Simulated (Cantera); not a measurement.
A perfectly stirred reactor is fed with H₂ : O₂ : N₂ = 1 : 0.455 : 1.71 (molar parts), equivalence ratio 1.1, at 4.93 atm; it is adiabatic with a 725 K inlet, and is followed from long to short residence time, starting on the burning branch (τ in s: 0.25, 0.091, 0.033, 0.012, 0.0044, 0.0016, 0.00058, 0.00021, 7.7e-05, 2.8e-05, 1e-05, 3.7e-06).

Computed with Cantera and GRI-Mech 3.0 (53 species, 325 reactions). The hydrogen kinetics of GRI-Mech 3.0 are dated; newer H2 mechanisms differ, most at raised pressure.

What does this change do: pressure from 4.93 atm to 1.00 atm?


```tsv
quantity	before	after
blow-out, bracketed by the residence times tried	burning at 3.70 µs, the shortest tried	burning at 10.0 µs, out at 3.70 µs
x(H₂) at τ = 0.250 s	0.0421	0.0468
x(O₂) at τ = 0.250 s	0.00195	0.00375
x(H) at τ = 0.250 s	0.00475	0.00823
x(H₂O₂) at τ = 0.250 s	3.12e-7	1.62e-7
x(H₂O) at τ = 0.250 s	0.316	0.306
x(H₂) at τ = 0.580 ms	0.0444	0.0580
x(O₂) at τ = 0.580 ms	0.00354	0.0113
x(H) at τ = 0.580 ms	0.00672	0.0239
x(H₂O₂) at τ = 0.580 ms	4.52e-7	2.44e-7
x(H₂O) at τ = 0.580 ms	0.310	0.275
```
